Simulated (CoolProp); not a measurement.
Vapour-liquid equilibrium of CH2F2 (R32) (1) + propylene (2) at 2010 kPa; x and y are mole fractions of (1).

Values from CoolProp's multi-fluid Helmholtz-energy mixture model, Tillner-Roth 1997 and Lemmon 2013; pair parameters Bell 2016.

```json
[
 {"x": "0.05", "bubble temperature (°C)": "44.1", "y at the bubble point": "0.112", "dew temperature at overall composition x (°C)": "(withheld)", "liquid density (mol/L)": "11.24"},
 {"x": "0.15", "bubble temperature (°C)": "37.0", "y at the bubble point": "0.279", "dew temperature at overall composition x (°C)": "42.5", "liquid density (mol/L)": "11.79"},
 {"x": "0.25", "bubble temperature (°C)": "32.4", "y at the bubble point": "0.394", "dew temperature at overall composition x (°C)": "(withheld)", "liquid density (mol/L)": "12.29"},
 {"x": "0.35", "bubble temperature (°C)": "29.5", "y at the bubble point": "0.478", "dew temperature at overall composition x (°C)": "34.1", "liquid density (mol/L)": "12.79"},
 {"x": "0.45", "bubble temperature (°C)": "27.6", "y at the bubble point": "0.545", "dew temperature at overall composition x (°C)": "30.4", "liquid density (mol/L)": "13.32"},
 {"x": "0.55", "bubble temperature (°C)": "26.5", "y at the bubble point": "0.604", "dew temperature at overall composition x (°C)": "27.5", "liquid density (mol/L)": "13.93"},
 {"x": "0.65", "bubble temperature (°C)": "26.1", "y at the bubble point": "0.661", "dew temperature at overall composition x (°C)": "26.1", "liquid density (mol/L)": "14.64"},
 {"x": "0.75", "bubble temperature (°C)": "26.2", "y at the bubble point": "0.724", "dew temperature at overall composition x (°C)": "26.5", "liquid density (mol/L)": "15.46"},
 {"x": "0.85", "bubble temperature (°C)": "27.2", "y at the bubble point": "0.804", "dew temperature at overall composition x (°C)": "(withheld)", "liquid density (mol/L)": "16.40"},
 {"x": "0.95", "bubble temperature (°C)": "29.6", "y at the bubble point": "0.919", "dew temperature at overall composition x (°C)": "30.4", "liquid density (mol/L)": "17.41"}
]
```

Q: Complete the blanks.

A: 
- 0.05, dew temperature at overall composition x (°C): 46.8
- 0.25, dew temperature at overall composition x (°C): 38.2
- 0.85, dew temperature at overall composition x (°C): 28.1

y crosses x between x = 0.65 and 0.75: the model has an azeotrope there.

The pair parameters rest on a limited set of measurements; away from them the model extrapolates.
